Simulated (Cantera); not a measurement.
Input: 1 mol Si3N4, 8.9 mol F2, at 2123 K and 5.40 Pa.

Equilibrium computed with Cantera from the NASA thermochemical tables; the gas is ideal and each condensed phase is pure. Candidate condensed phases: Si, Si3N4; 16 gas species. The tables' values for SiF3 are old estimates; treat these amounts as uncertain. Rates play no part.

Base state: F 0.538, SiF4 0.275, N2 0.185, SiF3 0.00242 (mole fractions); condensed: gas only.

Question: What changes in the equilibrium state with this change: Si3N4 replaced by BN?

Answer: 
```csv
species,before,after
F,0.538,0.908
BF3,0,0.0613
N2,0.185,0.0307
SiF4,0.275,0
SiF3,0.00242,0
BF2,0,8.16e-5
```
The tables' values for BF2 are old estimates; treat these amounts as uncertain. Further candidate phases: B, BN.
